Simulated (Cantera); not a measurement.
A freely propagating, adiabatic, planar premixed flame of CO : H2 : CH4 : O2 : N2 = 1 : 0.37 : 0.038 : 0.75 : 2.2 (molar parts), unburnt at 423 K and 0.730 atm; mixture-averaged transport, grid criteria slope 0.08 and curve 0.16, no radiation.

Cantera simulation using GRI-Mech 3.0 (53 species, 325 reactions); the numbers are that mechanism's predictions, not measurements. Burning velocities carry a grid error of a few per cent, more on coarse grids.

x: mole fraction of selected species; z is measured from the peak of heat release.

```csv
z (mm),T (K),u (m/s),x CO,x H2,x CH4,x C2H6,x O2,x CH2
-1.94,423,1.92,0.229,0.0849,0.00872,<1e-8,0.172,<1e-8
-1.30,423,1.92,0.229,0.0849,0.00872,<1e-8,0.172,<1e-8
-0.972,423,1.92,0.229,0.0848,0.00872,<1e-8,0.172,<1e-8
-0.648,423,1.92,0.230,0.0843,0.00873,<1e-8,0.172,<1e-8
-0.324,439,1.98,0.231,0.0781,0.00877,<1e-8,0.173,<1e-8
-0.162,?,3.15,0.225,0.0608,0.00810,5.81e-7,0.165,8.91e-8
0,?,5.31,0.203,0.0316,0.00256,4.28e-7,0.127,7.77e-7
0.162,?,6.55,0.162,0.0132,4.36e-5,<1e-8,0.0826,6.91e-8
0.324,?,7.12,0.130,0.0110,2.30e-7,<1e-8,0.0638,<1e-8
0.648,?,7.72,0.106,0.0117,<1e-8,<1e-8,0.0520,<1e-8
1.30,2008,8.31,0.0978,0.0109,<1e-8,<1e-8,0.0468,<1e-8
2.59,2168,8.87,0.0907,0.00915,<1e-8,<1e-8,0.0422,<1e-8
5.18,2312,9.35,0.0809,0.00743,<1e-8,<1e-8,0.0369,<1e-8
```

Q: What belongs in the gaps?

A: 
- -0.162, T (K): 708
- 0, T (K): 1210
- 0.162, T (K): 1516
- 0.324, T (K): 1673
- 0.648, T (K): 1843
